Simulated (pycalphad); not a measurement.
Source of the numbers: pycalphad with the COST 507 light-alloy database (1999); pressure 1 atm. These are 1990s assessments: newer ones move some temperatures and phases. Phase fractions are per mole of atoms.

Question: Give the equilibrium state of Mg-36.8Si (at.%) at 800 K.

Answer: MG2SI, fraction 0.948, with 33.3 Si at.%; diamond (Si), fraction 0.052, with 100 Si at.%.

Question: Give the equilibrium state of Mg-36.8Si (at.%) at 1300 K.

Answer: MG2SI, fraction 0.719, with 33.3 Si at.%; liquid, fraction 0.281, with 45.7 Si at.%.

Database names, with the compositions (at.%) that they take in these runs: MG2SI: Mg 67 Si 33.
